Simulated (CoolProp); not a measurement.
The fluid at 298.15 K and 0.458 MPa (gas) is heated at constant pressure to 430.7 K. The same conditions are run with several fluids, on thermodynamics alone (safety and materials aside).

The numbers come from the reference Helmholtz-energy equation of state of each fluid (R407C: Lemmon 2003; R143a: Lemmon and Jacobsen 2000; carbon dioxide: Span 1996; dry air: Lemmon 2000; carbonyl sulfide: Lemmon 2006) in CoolProp. Blends and air are pseudo-pure fits.

```
fluid             heat (kJ/kg)  final density (kg/m³)
----------------  ------------  ---------------------
R407C                      128                   11.2
R143a                      145                   11.0
carbon dioxide             123                   5.66
dry air                    135                   3.70
carbonyl sulfide           102                   7.81
```
